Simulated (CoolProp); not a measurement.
The fluid at 293.15 K and 1.67 MPa (stagnation) flows isentropically through a choked orifice. The same conditions are run with several fluids, on thermodynamics alone (safety and materials aside).

Model: reference Helmholtz-energy equation of state of each fluid (CH3F (R41): Lemmon 2006; fluorine: de Reuck 1990; R13: Platzer 1990; ethylene: Smukala 2000; oxygen: Schmidt 1985), in CoolProp. The equations of Platzer and Polt are older, rougher fits.

| fluid | throat to inlet pressure ratio | mass flux (kg/(m² s)) | throat temperature (K) |
|---|---|---|---|
| CH3F (R41) | 0.553 | 4490 | 255.1 |
| fluorine | 0.531 | 4510 | 246.6 |
| R13 | 0.589 | 7510 | 269.6 |
| ethylene | 0.556 | 3920 | 257.4 |
| oxygen | 0.527 | 4180 | 243.8 |
